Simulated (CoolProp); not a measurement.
Values from CoolProp's reference Helmholtz-energy equation of state, Lemmon 2006. It is a short technical equation, of lower accuracy than the large ones.

Task: For acetone, give the phase and the cp (kJ/(kg K)), speed of sound (m/s), Joule-Thomson coefficient (K/MPa) at 224.85 °C and 1.3 MPa; -49.25 °C and 0.0136 MPa; 138.75 °C and 0.0106 MPa.

Result: 
- 224.85 °C and 1.3 MPa: gas; cp 2.09, speed of sound 249, Joule-Thomson coefficient 13.5
- -49.25 °C and 0.0136 MPa: liquid; cp 2.02, speed of sound 1520, Joule-Thomson coefficient -0.416
- 138.75 °C and 0.0106 MPa: gas; cp 1.62, speed of sound 254, Joule-Thomson coefficient 26.1
